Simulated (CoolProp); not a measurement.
The numbers come from the reference Helmholtz-energy equation of state, de Reuck 1990 in CoolProp.

### Question
For fluorine, give the phase and the density (kg/m³), cp (kJ/(kg K)), isothermal compressibility (1/MPa), fugacity coefficient at 147.7 K and 20000 kPa; 281 K and 20000 kPa.

### Answer
- 147.7 K and 20000 kPa: supercritical; density 1110, cp 1.64, isothermal compressibility 0.00861, fugacity coefficient 0.301
- 281 K and 20000 kPa: supercritical; density 339, cp 1.07, isothermal compressibility 0.0478, fugacity coefficient 0.920
